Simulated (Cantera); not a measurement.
A perfectly stirred reactor is fed with 11.1 % CH4, 1.22 % H2, 17.5 % O2, 65.8 % N2, 4.43 % H2O, equivalence ratio 1.3, at 101000 Pa; it is adiabatic with a 500 K inlet, and is followed from long to short residence time, starting on the burning branch (τ in s: 0.069, 0.029, 0.012, 0.0052, 0.0022, 0.00091, 0.00038, 0.00016, 6.8e-05, 2.9e-05, 1.2e-05).

Detailed kinetics in Cantera: GRI-Mech 3.0 (53 species, 325 reactions).

x: mole fraction; the columns are a selection and need not sum to one.

| τ (s) | T (K) | x CH4 | x H2 | x O2 | x CH2 | x HCN |
|---|---|---|---|---|---|---|
| 0.069 | 2115 | 2.99e-5 | 0.0460 | 0.000147 | 6.04e-7 | 5.64e-6 |
| 0.029 | 2107 | 4.05e-5 | 0.0460 | 0.000261 | 1.12e-6 | 9.10e-6 |
| 0.012 | 2095 | … | 0.0460 | … | … | … |
| 0.0052 | 2081 | … | 0.0461 | … | … | … |
| 0.0022 | 2061 | 0.000144 | 0.0462 | 0.00141 | 6.03e-6 | 2.72e-5 |
| 0.00091 | 2036 | 0.000274 | 0.0463 | 0.00251 | 1.10e-5 | 3.76e-5 |
| 0.00038 | 2003 | 0.000597 | 0.0464 | 0.00474 | 2.08e-5 | 5.03e-5 |
| 0.00016 | 1935 | 0.00180 | 0.0464 | 0.0112 | 4.28e-5 | 5.52e-5 |
| 6.8e-5 | 500 | 0.111 | 0.0122 | 0.175 | <1e-12 | <1e-12 |
| 2.9e-5 | 500 | 0.111 | 0.0122 | 0.175 | <1e-12 | <1e-12 |
| 1.2e-5 | 500 | 0.111 | 0.0122 | 0.175 | <1e-12 | <1e-12 |

Question: Complete the blanks.

Answer: 
- 0.012, x CH4: 5.73e-5
- 0.012, x O2: 0.000469
- 0.012, x CH2: 2.02e-6
- 0.012, x HCN: 1.38e-5
- 0.0052, x CH4: 8.60e-5
- 0.0052, x O2: 0.000810
- 0.0052, x CH2: 3.47e-6
- 0.0052, x HCN: 1.96e-5
